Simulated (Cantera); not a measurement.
Input: 1 mol Si2Cl6, 0.0053 mol Cl2, 66 mol H2, equilibrated at 1675 K and 56.0 mbar.

Cantera equilibrium calculation (NASA polynomials, part measured and part estimated; ideal gas, pure solids and liquids). The feed counts by its element totals alone. The tables' values for SiCl3, SiCl are old estimates; treat these amounts as uncertain. Gases not in the tables: Si2H6 and higher silanes. Rates play no part.

```json
[
 {"species": "H2", "before": "0.926", "after": "0.948"},
 {"species": "HCl", "before": "0.0592", "after": "0.0440"},
 {"species": "SiCl2", "before": "0.0136", "after": "0.00736"},
 {"species": "SiCl3", "before": "0.000181", "after": "7.18e-5"},
 {"species": "SiHCl3", "before": "1.41e-5", "after": "5.66e-6"},
 {"species": "Cl", "before": "2.35e-5", "after": "1.73e-5"},
 {"species": "SiCl", "before": "2.16e-5", "after": "1.59e-5"},
 {"species": "SiH2", "before": "1.04e-5", "after": "1.07e-5"},
 {"species": "H", "before": "0.000472", "after": "0.000478"},
 {"species": "Si(s), mol", "before": "1.04", "after": "0.491"}
]
```
Gas species are given as mole fractions.

### Question
What was changed between the two runs?
A) temperature from 1675 K to 1248.15 K
B) pressure from 56.0 mbar to 3.10 mbar
C) Si2Cl6 replaced by SiCl4
D) temperature from 1675 K to 1200 K

### Answer
C, Si2Cl6 replaced by SiCl4
